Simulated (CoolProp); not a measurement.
n-perfluorohexane at 341.35 K and 0.083 MPa is throttled through a valve to 0.0272 MPa with no heat exchange. Each further row changes one setting.

The numbers come from the reference Helmholtz-energy equation of state, Gao 2022 in CoolProp.

```tsv
case	temperature change (K)	final density (kg/m³)
as stated	-1.0	3.30
outlet pressure 0.00816 MPa	-1.3	0.980
outlet pressure 0.0354 MPa	-0.9	4.31
```
